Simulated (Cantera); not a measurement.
Input: 1 mol Fe, 0.096 mol O₂, 100 mol N₂, at 1502 °C and 750 Torr.

Equilibrium computed with Cantera from the NASA thermochemical tables; the gas is ideal and each condensed phase is pure. Candidate condensed phases: Fe, FeO, Fe₂O₃, Fe₃O₄; 11 gas species. Mutual solubility and eutectic melting of coexisting phases are not modelled. The tables' stoichiometric FeO is somewhat more stable than real wüstite, so its field is too wide. FeO: taken at fixed stoichiometry. Equilibrium is a limit: real reactors are often held back by kinetics, nucleation or transport.

Base state: N₂ 1.000, Fe 2.04e-5 (mole fractions); condensed: Fe(δ) + FeO(l).

What changes in the equilibrium state with this change: O₂ from 0.096 to 2.2 mol?


```tsv
species	before	after
N₂	1.000	0.984
O₂	<1e-9	0.0145
NO	1.83e-7	0.00112
Fe	2.04e-5	1.14e-9
O	1.87e-9	1.15e-5
Fe(δ), mol	0.806	0
FeO(l), mol	0.192	0
Fe₃O₄(s), mol	0	0.333
```
